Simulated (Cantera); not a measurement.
## MgO + HF + H2 (oxide etching and cleaning by halides)

Input: 1 mol MgO, 6.6 mol HF, 4.2 mol H2, at 748.15 K and 2.20 mbar.

These are equilibrium values from Cantera (NASA tables, ideal gas, pure condensed phases), not measurements of a reactor. Candidate condensed phases: H2O, Mg, MgF2, MgO, Mg(OH)2; 31 gas species. The numbers say what is thermodynamically allowed, not how fast it happens.

The x(HF) is 0.469, the x(H2) is 0.429 and the x(H2O) is 0.102. The n(MgF2(s)) is 1.00 mol and the gas amount is 9.800 mol. The log10 activity of Mg(s) (absent) is -27.67.
